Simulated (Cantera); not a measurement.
A closed system holds: 1 mol Ca(OH)₂, 0.75 mol CO₂, 0.029 mol H₂O, at 1330 Pa.

Method: chemical equilibrium by Gibbs-energy minimisation in Cantera with the NASA 1993 tables (ideal gas, pure condensed phases). Candidate condensed phases: C, C₆H₆, C₇H₈, C₈H₁₈, Ca, CaCO₃, CaO, Ca(OH)₂, H₂O; 115 gas species. Equilibrium is a limit: real reactors are often held back by kinetics, nucleation or transport.

Problem. Which condensed phases are stable at each of these points (T (K)): 600, 700, 800, 900, 1000, 1100, 1200, 1300, 1400, 1500, 1600?

Solution. 
```csv
T (K),condensed phases,Ca condensed (%)
600,CaCO₃(calcite) + Ca(OH)₂(s),100.0
700,CaCO₃(calcite) + CaO(s),100.0
800,CaCO₃(calcite) + CaO(s),100.0
900,CaCO₃(calcite) + CaO(s),100.0
1000,CaO(s),100.0
1100,CaO(s),100.0
1200,CaO(s),100.0
1300,CaO(s),100.0
1400,CaO(s),100.0
1500,CaO(s),100.0
1600,CaO(s),100.0
```

At 600 K the condensed part is CaCO₃(calcite) + Ca(OH)₂(s). From 700 K to 900 K the condensed part is CaCO₃(calcite) + CaO(s). From 1000 K to 1600 K the condensed part is CaO(s).
